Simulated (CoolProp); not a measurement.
Vapour-liquid equilibrium of n-hexane (1) + ethylbenzene (2) at 0.0422 MPa; x and y are mole fractions of (1).

Model: multi-fluid Helmholtz-energy mixture model, Thol 2019 and Zhou 2012; pair parameters Bell 2016, in CoolProp.

```tsv
x	bubble temperature, mixture model (°C)	bubble temperature, Raoult's law (°C)	y, mixture model	y, Raoult's law
0.05	95.4	98.0	0.334	0.277
0.2	75.4	80.2	0.725	0.680
0.35	64.6	68.5	0.850	0.836
0.5	57.6	60.2	0.910	0.912
0.65	52.5	53.8	0.946	0.953
0.8	48.2	48.7	0.972	0.979
0.95	44.5	44.5	0.993	0.996
```

The largest gap from Raoult's law is -4.8 K in bubble temperature, at x = 0.2. No azeotrope shows between x = 0.05 and 0.95.

Pair parameters are fitted to limited data, so mixtures are less certain than the pure fluids.
